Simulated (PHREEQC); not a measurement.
Consider water at 25 °C with 0.07 mol/kgw NH4Cl, 7.8e-05 mol/kgw NaCl and 0.046 mol/kgw MnCl2. Closed to the air; pH follows from the charge balance.

All values are PHREEQC results (ion-association model, wateq4f.dat), not measurements.

The ionic strength comes out as 0.192 mol/kgw. What activity coefficients do Mn+2, MnCl3-, Na+, H+, Cl- get?

Mn+2 0.33, MnCl3- 0.74, Na+ 0.75, H+ 0.80, Cl- 0.71.

Precipitation was switched off in this run. Complexes and solids missing from the database can't appear.
